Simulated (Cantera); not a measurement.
A freely propagating, adiabatic, planar premixed flame of H₂ : O₂ : N₂ = 1 : 0.455 : 2.05 (molar parts), unburnt at 400 K and 5.00 bar; mixture-averaged transport, grid criteria slope 0.08 and curve 0.16, no radiation.

Detailed kinetics in Cantera: the H2/O2 subset of GRI-Mech 3.0, which has no nitrogen chemistry. The hydrogen kinetics of GRI-Mech 3.0 are dated; newer H2 mechanisms differ, most at raised pressure. Burning velocities carry a grid error of a few per cent, more on coarse grids.

**Question.** What does this change do: inlet temperature 400 to 550 K?

**Answer.** 
```tsv
quantity	before	after
laminar burning velocity	278 cm/s	522 cm/s
thermal thickness	0.0548 mm	0.0599 mm
peak x(HO₂)	0.000992	0.000889
peak x(H₂O₂)	0.000134	7.91e-5
peak x(O)	0.00452	0.00595
peak x(H)	0.0225	0.0298
```

**Question.** What does this change do: O2 0.455 to 0.36 parts?

**Answer.** 
| quantity | before | after |
|---|---|---|
| laminar burning velocity | 278 cm/s | 247 cm/s |
| thermal thickness | 0.0548 mm | 0.0539 mm |
| peak x(HO₂) | 0.000992 | 0.000851 |
| peak x(H₂O₂) | 0.000134 | 0.000118 |
| peak x(O) | 0.00452 | 0.00203 |
| peak x(H) | 0.0225 | 0.0238 |
